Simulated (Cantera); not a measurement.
A perfectly stirred reactor is fed with CH₄ : N₂ = 1 : 43 (molar parts), at 0.987 atm; it is held at 1875 K, and followed from long to short residence time.

Detailed kinetics in Cantera: GRI-Mech 3.0 (53 species, 325 reactions). GRI-Mech 3.0 stops at C3 and has no aromatics, soot or wall deposition, so with more carbon than oxygen in the feed, carbon stays in small species such as C2H2 where larger ones or solid carbon would form.

**Question.** What does this change do: N2 43 to 310 parts?

**Answer.** 
```csv
quantity,before,after
x(CH₄) at τ = 19.0 s,0.000123,1.25e-5
x(H) at τ = 19.0 s,0.000119,4.46e-5
x(HCN) at τ = 19.0 s,0.00105,0.00122
x(C₂H₂) at τ = 19.0 s,0.0105,0.000985
x(C₂H₄) at τ = 19.0 s,4.98e-6,7.85e-8
x(CH₄) at τ = 46.0 ms,0.00263,0.000374
x(H) at τ = 46.0 ms,9.98e-5,3.56e-5
x(HCN) at τ = 46.0 ms,4.02e-5,7.95e-5
x(C₂H₂) at τ = 46.0 ms,0.00968,0.00134
x(C₂H₄) at τ = 46.0 ms,3.46e-5,8.15e-6
```

**Question.** What does this change do: 1.9 parts H2O added?

**Answer.** 
```tsv
quantity	before	after
x(CH₄) at τ = 19.0 s	0.000123	0.000116
x(H) at τ = 19.0 s	0.000119	0.000163
x(HCN) at τ = 19.0 s	0.00105	1.36e-5
x(C₂H₂) at τ = 19.0 s	0.0105	3.53e-5
x(C₂H₄) at τ = 19.0 s	4.98e-6	5.72e-8
x(CH₄) at τ = 46.0 ms	0.00263	0.00280
x(H) at τ = 46.0 ms	9.98e-5	0.000119
x(HCN) at τ = 46.0 ms	4.02e-5	2.94e-5
x(C₂H₂) at τ = 46.0 ms	0.00968	0.00600
x(C₂H₄) at τ = 46.0 ms	3.46e-5	2.92e-5
```
